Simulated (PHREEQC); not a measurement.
Dissolve 0.0043 mol/kgw Cu(NO3)2, 2.9e-05 mol/kgw H4SiO4 and 0.19 mol/kgw KH2PO4 at 65 °C. Closed to the air; pH follows from the charge balance.

Computed with PHREEQC (ion-association model, wateq4f.dat).

The ionic strength comes out as 0.204 mol/kgw. What activity coefficients do H2PO4-, Cu+2, Cu2(OH)2+2, NO3-, KHPO4- get?

H2PO4- 0.73, Cu+2 0.30, Cu2(OH)2+2 0.28, NO3- 0.67, KHPO4- 0.73.

Precipitation was switched off in this run. H3PO4, which wateq4f.dat lacks, is added to it with the constant of phreeqc.dat. Away from 25 °C the constants follow the database's enthalpies or fits; those with neither stay at their 25 °C values. The database has no phosphate complexes of Cu.
